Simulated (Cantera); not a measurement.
Mixture: 5.49 % CH4, 0.214 % C2H6, 13.6 % O2, 67.0 % N2, 13.7 % H2O, at 64000 Pa, adiabatic and at constant volume. Ignition delay is the time to a rise of 400 K.

Cantera simulation using GRI-Mech 3.0 (53 species, 325 reactions); the numbers are that mechanism's predictions, not measurements.

Predict: delay at 1150 K; delay at 1225 K; delay at 1300 K; delay at 1375 K; delay at 1450 K; delay at 1525 K; delay at 1600 K; apparent activation energy between 1450 and 1600 K.


| Quantity | Value |
|---|---|
| delay at 1150 K | 66.6 ms |
| delay at 1225 K | 25.9 ms |
| delay at 1300 K | 10.1 ms |
| delay at 1375 K | 3.95 ms |
| delay at 1450 K | 1.61 ms |
| delay at 1525 K | 0.708 ms |
| delay at 1600 K | 0.346 ms |
| apparent activation energy between 1450 and 1600 K | 200 kJ/mol |
